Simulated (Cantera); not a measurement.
Input: 1 mol MgCl₂, 3.1 mol H₂O, 1.9 mol H₂, equilibrated at 700 °C and 0.135 Torr.

Method: chemical equilibrium by Gibbs-energy minimisation in Cantera with the NASA 1993 tables (ideal gas, pure condensed phases). Candidate condensed phases: H₂O, Mg, MgCl₂, MgO, Mg(OH)₂; 22 gas species. The numbers say what is thermodynamically allowed, not how fast it happens.

Base state: H₂O 0.350, HCl 0.333, H₂ 0.317 (mole fractions); condensed: MgO(s).

Q: What changes in the equilibrium state with this change: temperature from 700 °C to 1600 °C?

A: 
```csv
species,before,after
H₂O,0.350,0.357
H₂,0.317,0.294
HCl,0.333,0.280
H,4.53e-8,0.0261
Cl,4.50e-8,0.0189
MgCl₂,3.65e-6,0.0110
Mg,<1e-9,0.00998
OH,<1e-9,0.00246
MgCl,<1e-9,0.000487
O,<1e-9,0.000166
"MgO(s), mol",1.000,0.866
```
